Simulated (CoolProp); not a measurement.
Vapour-liquid equilibrium of benzene (1) + n-octane (2) at 12.8 bar; x and y are mole fractions of (1).

The numbers come from the multi-fluid Helmholtz-energy mixture model, Thol 2012 and Beckmüller 2019; pair parameters Bell 2016 in CoolProp.

```tsv
x	bubble temperature (K)	y at the bubble point	dew temperature at overall composition x (K)	liquid density (mol/L)
0.05	518.9	0.084	520.5	4.140
0.15	511.2	0.244	515.8	4.457
0.25	503.8	0.387	510.9	4.793
0.35	496.9	0.510	505.7	5.151
0.45	490.7	0.616	500.3	5.537
0.55	485.1	0.705	494.6	5.956
0.65	480.1	0.783	488.5	6.419
0.75	475.6	0.851	482.2	6.936
0.85	471.5	0.913	475.7	7.521
0.95	467.8	0.972	469.2	8.190
```

No azeotrope shows between x = 0.05 and 0.95.

The pair parameters rest on a limited set of measurements; away from them the model extrapolates. The gap from Raoult's law changes sign with composition, which may be real or a fault of the pair parameters; it wasn't checked against measurements.
